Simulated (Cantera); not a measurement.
Input (Python, Cantera) and output of one run.

```python
import numpy as np
import cantera as ct

gas_names = """
    Cu CuO Cu2 H HNO HNO2 HNO3 HO2 H2 H2O H2O2 N NH NH2 NH3 NH2OH NO NO2 NO3 N2 N2H2 N2H4 N2O O OH O2 O3
""".split()
cond_names = """
    Cu(cr) Cu(L) CuO(s) CuO2H2(s) Cu2O(s) Cu2O(L) H2O(s) H2O(L)
""".split()


# ... load() reads the species with a 1 bar reference pressure and builds the phases ...
atoms = {
    'CuO': {'Cu': 1, 'O': 1},
    'H2': {'H': 2},
    'N2': {'N': 2},
}
top_T = {'CuO(s)': 1390}  # K; cautious upper limits of use, not melting points


# ... equilibrate(T, P, feed) seeds the gas with the atoms and calls Mixture.equilibrate('TP', solver="vcs", rtol=1e-11, max_steps=5000) ...
results = []
feed = {'CuO': 1, 'H2': 170, 'N2': 23}  # mol
P = 57  # Pa
for T in [900, 950, 1000, 1050, 1100, 1150, 1200, 1250, 1300, 1350, 1400, 1450, 1500]:
    mix = equilibrate(T, P, feed)
    results.append((T, P, feed, dict(zip(mix.species_names, mix.species_moles))))

top = {s: max(r[3][s] / sum(r[3][g] for g in gas_names) for r in results) for s in gas_names}
cols = sorted((s for s in top if top[s] > 1e-05), key=lambda s: -top[s])[:8]
seen = [c for c in cond_names if any(r[3].get(c, 0) > 1e-12 for r in results)]
print("log10 of partial pressures in bar; condensed amounts in mol")
print(f"{'T/K':>10s}" + "".join(f"{s[:9]:>10s}" for s in cols + seen))
for T, P, feed, n in results:
    ng = sum(n[g] for g in gas_names)
    print(f"{T:10.4g}" + "".join(f"{np.log10(max(n[s] / ng * P / 1e5, 1e-99)):10.3f}" for s in cols)
          + "".join(f"{n.get(c, 0):10.4g}" for c in seen))
```

Result:

```
log10 of partial pressures in bar; condensed amounts in mol
       T/K        H2        N2       H2O        Cu         H    Cu(cr)     Cu(L)
       900    -3.302    -4.168    -5.530   -12.744   -11.583         1         0
       950    -3.302    -4.168    -5.530   -11.724   -10.906         1         0
      1000    -3.302    -4.168    -5.530   -10.807   -10.295         1         0
      1050    -3.302    -4.168    -5.530    -9.978    -9.742         1         0
      1100    -3.302    -4.168    -5.530    -9.225    -9.238    0.9998         0
      1150    -3.302    -4.168    -5.530    -8.539    -8.778     0.999         0
      1200    -3.302    -4.168    -5.530    -7.911    -8.356    0.9958         0
      1250    -3.302    -4.168    -5.530    -7.334    -7.967    0.9843         0
      1300    -3.302    -4.168    -5.530    -6.802    -7.607    0.9466         0
      1350    -3.302    -4.168    -5.530    -6.310    -7.274    0.8342         0
      1400    -3.303    -4.169    -5.531    -5.870    -6.964         0     0.542
      1450    -3.304    -4.170    -5.532    -5.532    -6.676         0         0
      1500    -3.304    -4.170    -5.532    -5.532    -6.407         0         0
```

Cantera equilibrium calculation (NASA polynomials, part measured and part estimated; ideal gas, pure solids and liquids).
